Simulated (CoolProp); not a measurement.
Vapour-liquid equilibrium of p-xylene (1) + n-nonane (2) at 542 K; x and y are mole fractions of (1).

Computed with CoolProp (multi-fluid Helmholtz-energy mixture model, Zhou 2012 and Lemmon 2006; pair parameters Bell 2016).

```csv
x,"bubble pressure, mixture model (MPa)","bubble pressure, Raoult's law (MPa)","y, mixture model","y, Raoult's law"
0.05,1.086,1.084,0.057,0.061
0.125,1.106,1.103,0.141,0.149
0.2,1.125,1.121,0.223,0.235
0.275,1.144,1.140,0.302,0.318
0.35,1.162,1.158,0.380,0.398
0.425,1.180,1.177,0.457,0.476
0.5,1.198,1.195,0.532,0.552
0.575,1.215,1.214,0.606,0.625
0.65,1.233,1.232,0.678,0.696
0.725,1.251,1.250,0.750,0.764
0.8,1.269,1.269,0.820,0.831
0.875,1.287,1.287,0.889,0.896
0.95,1.306,1.306,0.956,0.959
```

The largest gap from Raoult's law is +0.4 % in bubble pressure, at x = 0.275. No azeotrope shows between x = 0.05 and 0.95.

The pair parameters rest on a limited set of measurements; away from them the model extrapolates.
